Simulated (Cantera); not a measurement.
Input: 1 mol FeS, a varied amount of H2S, 2.1 mol CO2, at 1375 K and 0.100 bar.

These are equilibrium values from Cantera (NASA tables, ideal gas, pure condensed phases), not measurements of a reactor. Candidate condensed phases: C, C6H6, C7H8, C8H18, Fe, Fe(CO)5, FeO, Fe(OH)2, Fe(OH)3, FeS, FeSO4, FeS2, Fe2O3, Fe2(SO4)3, Fe3O4, H2O, H2SO4, S; 127 gas species. FeS: taken at fixed stoichiometry. Rates play no part.

**Question.** At 1.2 mol H2S, list the 5 most abundant gas species with their mole fractions, and the condensed phases.

**Answer.** CO2 0.331, CO 0.215, H2O 0.202, S2 0.124, H2 0.0632. Condensed: FeS(s).
